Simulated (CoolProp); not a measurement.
Vapour-liquid equilibrium of R125 (1) + cyclopropane (2) at 1.04 MPa; x and y are mole fractions of (1).

Computed with CoolProp (multi-fluid Helmholtz-energy mixture model, Lemmon 2005 and Polt 1992; pair parameters Bell 2016). This equation is an older, rougher fit; its heat capacities, sound speeds and derivatives of the liquid may be far off and weren't checked against measurements.

```csv
x,bubble temperature (K),y at the bubble point,dew temperature at overall composition x (K),liquid density (mol/L)
0.05,305.5,0.171,310.3,?
0.125,298.7,?,307.3,?
0.2,294.6,0.430,304.3,13.47
0.275,291.9,0.494,301.1,13.12
0.35,290.1,0.542,298.0,12.76
0.425,288.9,0.582,294.8,12.41
0.5,287.9,0.619,291.7,12.08
0.575,287.2,?,?,11.78
0.65,286.7,0.696,287.3,11.49
0.725,286.3,0.741,286.4,11.23
0.8,286.3,0.795,286.3,?
0.875,286.5,0.859,286.6,10.76
0.95,287.2,0.938,287.3,10.54
```

Fill in the missing entries.


- 0.05, liquid density (mol/L): 14.07
- 0.125, y at the bubble point: 0.332
- 0.125, liquid density (mol/L): 13.80
- 0.575, y at the bubble point: 0.656
- 0.575, dew temperature at overall composition x (K): 289.1
- 0.8, liquid density (mol/L): 10.99

y crosses x between x = 0.725 and 0.8: the model has an azeotrope there.

The pair parameters rest on a limited set of measurements; away from them the model extrapolates.
